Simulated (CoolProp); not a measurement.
Properties of the fluoroketone C6F12O (FK-5-1-12) along the isotherm 472.1 K (Tc = 441.8 K, pc = 1.869 MPa, ω = 0.471).

Model: reference Helmholtz-energy equation of state, McLinden 2015, in CoolProp.

```csv
p (MPa),phase,density (kg/m³),Joule-Thomson coefficient (K/MPa),isothermal compressibility (1/MPa),fugacity coefficient
0.00887,gas,0.7151,6.530,112.9,0.9987
0.0134,gas,1.081,6.536,74.77,0.9980
0.0202,gas,1.631,6.544,49.65,0.9970
0.0304,gas,2.459,6.557,33.04,0.9956
0.0459,gas,3.721,6.577,21.93,0.9933
0.0693,gas,5.637,6.608,14.58,0.9899
0.105,gas,8.587,6.655,9.674,0.9847
0.158,gas,13.03,6.727,6.482,0.9770
0.238,gas,19.86,6.841,4.358,0.9656
0.359,gas,30.54,7.023,2.947,0.9483
0.541,gas,47.45,7.326,2.020,0.9227
0.817,gas,75.33,7.860,1.415,0.8845
1.23,gas,123.7,8.879,1.045,0.8284
1.86,gas,223.3,11.09,0.8797,0.7447
2.8,supercritical,528.0,12.35,0.8982,0.6220
```
